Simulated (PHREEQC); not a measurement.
0.1 mol of Fluorite (CaF2) is brought to equilibrium with 1 kg of water holding 0.0036 mol NaCl, at several temperatures. Oxygen is held at 0.21 atm. No CO2 enters from the air. Only these solids could form: Fluorite.

Model: ion-association model, phreeqc.dat, run in PHREEQC.

Problem. Predict pH at T (°C) = 50, 66, 82.

Solution. 
| T (°C) | pH |
|---|---|
| 50 | 6.79 |
| 66 | 6.64 |
| 82 | 6.53 |

Away from 25 °C the constants follow the database's enthalpies or fits; those with neither stay at their 25 °C values.
